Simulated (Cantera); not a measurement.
# Catalytic stagnation flow on Pt

A jet of 4.86 % CH4, 15.2 % O2, 80.0 % N2, equivalence ratio 0.64 at 300 K and 82.5 Torr hits a platinum plate 2.4 cm away at a mass flux of 0.025 kg/m²/s; the plate temperature is set and raised in steps from an oxygen-covered start.

Computed with Cantera and Deutschmann's 1995 Pt surface mechanism with GRI-Mech 3.0 gas chemistry. Catalytic surfaces can have several steady states; this one follows from the mechanism file's or the stated starting coverage.

| plate T (K) | wall x CH4 | wall x O2 | wall x H2O | wall x OH | wall x CO | wall x CO2 | θ free Pt | θ O* | θ OH* |
|---|---|---|---|---|---|---|---|---|---|
| 850 | 0.0396 | 0.132 | 0.0170 | <1e-8 | 1.02e-5 | 0.0110 | 0.127 | 0.872 | 0.00120 |
| 900 | 0.0312 | 0.115 | 0.0326 | 3.49e-8 | 1.16e-5 | 0.0213 | 0.191 | 0.808 | 0.00157 |
| 950 | 0.0229 | 0.0970 | 0.0481 | 1.07e-7 | 1.19e-5 | 0.0314 | 0.263 | 0.735 | 0.00174 |
| 1000 | 0.0165 | 0.0836 | 0.0597 | 2.97e-7 | 1.18e-5 | 0.0392 | 0.338 | 0.660 | 0.00173 |
| 1050 | 0.0123 | 0.0746 | 0.0675 | 7.15e-7 | 1.18e-5 | 0.0443 | 0.412 | 0.586 | 0.00162 |
| 1100 | 0.00945 | 0.0687 | 0.0725 | 1.55e-6 | 1.20e-5 | 0.0477 | 0.483 | 0.515 | 0.00146 |
x: mole fraction at the wall; θ: surface coverage.
